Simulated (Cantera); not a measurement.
An isothermal, constant-pressure homogeneous reactor starts with CO : O2 : H2O : N2 = 0.0086 : 0.0023 : 0.00027 : 1 (molar parts), at 1350 K and 0.133 bar. Integrator tolerance rtol = 1e-08.

Cantera simulation using GRI-Mech 3.0 (53 species, 325 reactions); the numbers are that mechanism's predictions, not measurements.

Task: What does this change do: pressure from 0.133 bar to 1.01 bar?

Result: 
```csv
quantity,before,after
x(CO) at 4.00 s,0.00388 (gas-phase equilibrium 0.00388),0.00389 (gas-phase equilibrium 0.00388)
x(O2) at 4.00 s,3.87e-6 (gas-phase equilibrium 1.74e-12),2.05e-10 (gas-phase equilibrium <1e-12)
x(H2O) at 4.00 s,0.000158 (gas-phase equilibrium 0.000188),0.000187 (gas-phase equilibrium 0.000188)
x(NO2) at 4.00 s,1.16e-11 (gas-phase equilibrium <1e-12),<1e-12 (gas-phase equilibrium <1e-12)
x(O) at 4.00 s,3.35e-6 (gas-phase equilibrium 1.54e-12),1.41e-10 (gas-phase equilibrium <1e-12)
```
